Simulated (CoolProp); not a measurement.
Saturation properties of R124 (Tc = 395.4 K, pc = 3.624 MPa, ω = 0.288).

Values from CoolProp's reference Helmholtz-energy equation of state, de Vries 1995.

| T (K) | p (MPa) | liquid cp (kJ/(kg K)) | vapour Z |
|---|---|---|---|
| 308.2 | 0.5161 | 1.160 | 0.8668 |
| 313.5 | 0.5992 | 1.175 | 0.8524 |
| 318.8 | 0.6920 | 1.192 | 0.8369 |
| 324 | 0.7930 | 1.210 | 0.8207 |
| 329.3 | 0.9069 | 1.230 | 0.8031 |
| 334.6 | 1.033 | 1.253 | 0.7843 |
| 339.8 | 1.168 | 1.279 | 0.7646 |
| 345.1 | 1.319 | 1.309 | 0.7431 |
| 350.4 | 1.485 | 1.346 | 0.7199 |
| 355.7 | 1.665 | 1.391 | 0.6950 |
| 360.9 | 1.858 | 1.446 | 0.6685 |

It boils at 261.2 K under 1 atm.
